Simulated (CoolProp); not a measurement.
Vapour-liquid equilibrium of hydrogen chloride (1) + ethane (2) at 264.7 K; x and y are mole fractions of (1).

Model: multi-fluid Helmholtz-energy mixture model, Thol 2018 and Bücker 2006; pair parameters Bell 2016, in CoolProp.

```csv
x,bubble pressure (bar),y at the bubble point,dew pressure at overall composition x (bar),liquid density (mol/L)
0.05,20.68,0.090,20.08,14.18
0.2,23.65,0.283,22.39,15.01
0.35,25.36,0.414,24.60,16.10
0.5,26.07,0.518,26.00,17.57
0.65,25.94,0.615,25.69,19.51
0.8,24.85,0.726,23.80,22.00
0.95,22.15,0.904,21.41,25.14
```

y crosses x between x = 0.5 and 0.65: the model has an azeotrope there.

Pair parameters are fitted to limited data, so mixtures are less certain than the pure fluids.
